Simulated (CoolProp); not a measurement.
A simple Rankine cycle with R245ca: condensing at 331.15 K, boiler at 3.39 MPa, turbine inlet 449 K, turbine efficiency 0.8, pump efficiency 0.6, no recuperator. Each further row changes one setting.

Model: reference Helmholtz-energy equation of state, Zhou 2016, in CoolProp.

| case | thermal efficiency (%) | net work (kJ/kg) | heat in (kJ/kg) | turbine exit temperature (K) | volume ratio over the turbine |
|---|---|---|---|---|---|
| as stated | 13.1 | ? | 266 | 375.8 | 14.9 |
| condensing temperature 323.15 K | 14.1 | 39.1 | 278 | 370.9 | 19.0 |
| boiler pressure 2.37 MPa | 11.9 | ? | 288 | 396.3 | ? |
| turbine efficiency 0.7 | 11.3 | 30.0 | 266 | 380.3 | ? |

**Question.** Fill in the missing entries.

**Answer.** 
- as stated, net work (kJ/kg): 34.9
- boiler pressure 2.37 MPa, net work (kJ/kg): 34.2
- boiler pressure 2.37 MPa, volume ratio over the turbine: 8.60
- turbine efficiency 0.7, volume ratio over the turbine: 15.1
